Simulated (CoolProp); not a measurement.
Vapour-liquid equilibrium of isopentane (1) + R365MFC (2) at 20.4 kPa; x and y are mole fractions of (1).

The numbers come from the multi-fluid Helmholtz-energy mixture model, Lemmon 2006 and Lemmon 2016; pair parameters Bell 2016 in CoolProp.

| x | bubble temperature, mixture model (K) | bubble temperature, Raoult's law (K) | y, mixture model | y, Raoult's law |
|---|---|---|---|---|
| 0.05 | 268.6 | 274.3 | 0.313 | 0.089 |
| 0.125 | 262.9 | 273.1 | 0.522 | 0.211 |
| 0.2 | 260.0 | 271.9 | 0.613 | 0.321 |
| 0.275 | 258.6 | 270.7 | 0.656 | 0.419 |
| 0.35 | 257.9 | 269.6 | 0.678 | 0.508 |
| 0.425 | 257.7 | 268.6 | 0.688 | 0.588 |
| 0.5 | 257.6 | 267.6 | 0.692 | 0.661 |
| 0.575 | 257.6 | 266.6 | 0.694 | 0.726 |
| 0.65 | 257.5 | 265.6 | 0.696 | 0.786 |
| 0.725 | 257.5 | 264.7 | 0.704 | 0.840 |
| 0.8 | 257.6 | 263.8 | 0.724 | 0.889 |
| 0.875 | 258.1 | 262.9 | 0.767 | 0.934 |
| 0.95 | 259.5 | 262.1 | 0.865 | 0.975 |

The largest gap from Raoult's law is -12.1 K in bubble temperature, at x = 0.275. y crosses x between x = 0.65 and 0.725: the model has an azeotrope there.

The pair parameters rest on a limited set of measurements; away from them the model extrapolates.
